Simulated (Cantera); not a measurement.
**Thermodynamics of roasting and sulfation, feed MgO + H2S + CO2 + SO2**

A closed system holds: 1 mol MgO, a varied amount of H2S, 0.91 mol CO2, 0.66 mol SO2, held at 650 °C and 1.00 bar.

These are equilibrium values from Cantera (NASA tables, ideal gas, pure condensed phases), not measurements of a reactor. Candidate condensed phases: C, C6H6, C7H8, C8H18, H2O, H2SO4, Mg, MgCO3, MgO, Mg(OH)2, MgS, MgSO4, S; 130 gas species. Gases not in the tables: S3 to S7. Rates play no part.

From 0.4 mol H2S to 3.2 mol H2S the condensed part is MgO(s).

| n(H2S) (mol) | log p CO2 | log p H2S | log p H2O | log p SO2 | log p S2 | log p S2O | log p COS | log p H2 | n MgO(s) |
|---|---|---|---|---|---|---|---|---|---|
| 0.4 | -0.35 | -1.47 | -0.79 | -0.62 | -0.94 | -2.23 | -2.84 | -3.53 | 1.00 |
| 0.68 | -0.42 | -1.17 | -0.66 | -0.78 | -0.80 | -2.21 | -2.73 | -3.29 | 1.00 |
| 0.96 | -0.47 | -0.98 | -0.60 | -0.93 | -0.74 | -2.24 | -2.66 | -3.13 | 1.00 |
| 1.2 | -0.52 | -0.87 | -0.57 | -1.06 | -0.71 | -2.28 | -2.62 | -3.03 | 1.00 |
| 1.5 | -0.56 | -0.75 | -0.56 | -1.22 | -0.69 | -2.35 | -2.57 | -2.93 | 1.00 |
| 1.8 | -0.61 | -0.67 | -0.55 | -1.38 | -0.69 | -2.42 | -2.53 | -2.85 | 1.00 |
| 2.1 | -0.64 | -0.60 | -0.56 | -1.54 | -0.69 | -2.50 | -2.49 | -2.77 | 1.00 |
| 2.4 | -0.68 | -0.54 | -0.57 | -1.69 | -0.70 | -2.59 | -2.46 | -2.71 | 1.00 |
| 2.7 | -0.71 | -0.49 | -0.58 | -1.84 | -0.71 | -2.67 | -2.42 | -2.65 | 1.00 |
| 2.9 | -0.73 | -0.46 | -0.59 | -1.93 | -0.73 | -2.73 | -2.40 | -2.62 | 1.00 |
| 3.2 | -0.76 | -0.42 | -0.61 | -2.07 | -0.74 | -2.81 | -2.38 | -2.57 | 1.00 |
log p: log10 of the partial pressure in bar; n: condensed amount in mol.
